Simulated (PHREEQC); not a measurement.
1 kg of water holding 0.19 mol KCl and 0.03 mol K2CO3 meets 20 L of dry gas (CH4 1 by moles) at fixed total pressure, at 40 °C; fugacities by Peng-Robinson. The gases take part in no redox reaction, some water evaporates into the gas, and hydrates or a liquid gas phase aren't modelled. Nothing may precipitate in this run.

Equilibrium calculation in PHREEQC: ion-association model, phreeqc.dat.

**Question.** Predict dissolved CH4 (mol/kgw) at P (atm) = 5, 75.

**Answer.** 
| P (atm) | dissolved CH4 (mol/kgw) |
|---|---|
| 5 | 0.00558 |
| 75 | 0.0688 |

Away from 25 °C the constants follow the database's enthalpies or fits; those with neither stay at their 25 °C values.
